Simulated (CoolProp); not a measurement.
R114 along the isotherm 226.85 °C: Z from the reference equation and from simpler models built on Tc = 147.5 °C, pc = 3352 kPa, ω = 0.252; each cubic takes its own stable root.

Model: reference Helmholtz-energy equation of state, Platzer 1990, in CoolProp. This equation is an older, rougher fit; its heat capacities, sound speeds and derivatives of the liquid may be far off and weren't checked against measurements.

```tsv
p (kPa)	phase	reference
26.5	gas	0.9985
40	gas	0.9978
60.3	gas	0.9967
91	gas	0.9950
137	gas	0.9924
207	gas	0.9885
312	gas	0.9826
471	gas	0.9736
711	gas	0.9598
1070	gas	0.9388
1620	gas	0.9057
2440	gas	0.8543
3680	supercritical	0.7728
5560	supercritical	0.6520
8380	supercritical	0.5632
```

Task: How far does each simpler model (van der Waals, Redlich-Kwong) lie from the reference over these 15 states: mean and median of the absolute difference, and the worst?

Result: 
- van der Waals: mean 1.4 %, median 0.1 %, worst -12.0 % at 226.85 °C and 5560 kPa
- Redlich-Kwong: mean 0.9 %, median 0.3 %, worst -4.6 % at 226.85 °C and 5560 kPa
